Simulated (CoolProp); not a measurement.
Properties of sulfur dioxide along the isobar 25900 kPa (Tc = 430.6 K, pc = 7887 kPa, ω = 0.256).

Values from CoolProp's reference Helmholtz-energy equation of state, Gao 2016.

```json
[
 {"T (K)": "356.8", "phase": "liquid", "density (kg/m³)": "1267", "Joule-Thomson coefficient (K/MPa)": "-0.1377", "isothermal compressibility (1/MPa)": "0.002142"},
 {"T (K)": "380.8", "phase": "liquid", "density (kg/m³)": "1200", "Joule-Thomson coefficient (K/MPa)": "-0.04647", "isothermal compressibility (1/MPa)": "0.002909"},
 {"T (K)": "404.9", "phase": "liquid", "density (kg/m³)": "1127", "Joule-Thomson coefficient (K/MPa)": "0.08498", "isothermal compressibility (1/MPa)": "0.004111"},
 {"T (K)": "428.9", "phase": "liquid", "density (kg/m³)": "1047", "Joule-Thomson coefficient (K/MPa)": "0.2745", "isothermal compressibility (1/MPa)": "0.006053"},
 {"T (K)": "452.9", "phase": "supercritical", "density (kg/m³)": "957.9", "Joule-Thomson coefficient (K/MPa)": "0.5498", "isothermal compressibility (1/MPa)": "0.009287"},
 {"T (K)": "476.9", "phase": "supercritical", "density (kg/m³)": "859.8", "Joule-Thomson coefficient (K/MPa)": "0.9427", "isothermal compressibility (1/MPa)": "0.01463"},
 {"T (K)": "501", "phase": "supercritical", "density (kg/m³)": "754.6", "Joule-Thomson coefficient (K/MPa)": "1.457", "isothermal compressibility (1/MPa)": "0.02256"},
 {"T (K)": "525", "phase": "supercritical", "density (kg/m³)": "652.6", "Joule-Thomson coefficient (K/MPa)": "1.990", "isothermal compressibility (1/MPa)": "0.03115"}
]
```
